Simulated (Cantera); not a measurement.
An adiabatic, constant-volume homogeneous reactor starts with CH4 : O2 : N2 : H2O = 1 : 0.8 : 6.64 : 0.25 (molar parts), equivalence ratio 2.5, at 1773 K and 390000 Pa. Integrator tolerance rtol = 1e-08.

Model: GRI-Mech 3.0 (53 species, 325 reactions), integrated in Cantera.

```tsv
quantity	before	after
time of steepest temperature rise	94.7 µs	4.28 ms
temperature at 2.00 s	2437 K	2081 K
equilibrium temperature	2437 K	2081 K
x(CH4) at 2.00 s	6.04e-10 (gas-phase equilibrium 6.82e-10)	4.61e-9 (gas-phase equilibrium 5.25e-9)
x(O2) at 2.00 s	8.56e-7 (gas-phase equilibrium 8.56e-7)	1.06e-8 (gas-phase equilibrium 1.06e-8)
x(H2O) at 2.00 s	0.0774 (gas-phase equilibrium 0.0774)	0.0764 (gas-phase equilibrium 0.0764)
x(HO2) at 2.00 s	1.52e-9 (gas-phase equilibrium 1.52e-9)	1.83e-11 (gas-phase equilibrium 1.83e-11)
x(CH3) at 2.00 s	2.20e-10 (gas-phase equilibrium 2.48e-10)	2.50e-10 (gas-phase equilibrium 2.85e-10)
x(NO2) at 2.00 s	1.82e-10 (gas-phase equilibrium 1.82e-10)	1.73e-12 (gas-phase equilibrium 1.73e-12)
```

Which change was made?
(A) N2 6.64 to 2.7 parts
(B) pressure from 390000 Pa to 100000 Pa
(C) initial temperature 1773 to 1050 K
(D) initial temperature 1773 to 1398 K

D, initial temperature 1773 to 1398 K
